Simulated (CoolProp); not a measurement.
Carbon monoxide at several states: density (kg/m³) from the reference equation and from simpler models built on Tc = -140.3 °C, pc = 3498 kPa, ω = 0.050; each cubic takes its own stable root.

The numbers come from the reference Helmholtz-energy equation of state, Lemmon 2006 in CoolProp. It is a short technical equation, of lower accuracy than the large ones.

| T (°C) | p (kPa) | phase | reference |
|---|---|---|---|
| 202.65 | 373 | gas | 2.637 |
| -180.25 | 16200 | liquid | 786.0 |
| 187.15 | 44.1 | gas | 0.3227 |
| 9.45 | 498 | gas | 5.952 |
| -13.75 | 3910 | supercritical | 52.23 |

### Question
How far does each simpler model (Redlich-Kwong, Peng-Robinson) lie from the reference over these 5 states: mean and median of the absolute difference, and the worst?

### Answer
- Redlich-Kwong: mean 0.3 %, median 0.1 %, worst +0.8 % at -180.25 °C and 16200 kPa
- Peng-Robinson: mean 2.8 %, median 0.1 %, worst +13.0 % at -180.25 °C and 16200 kPa
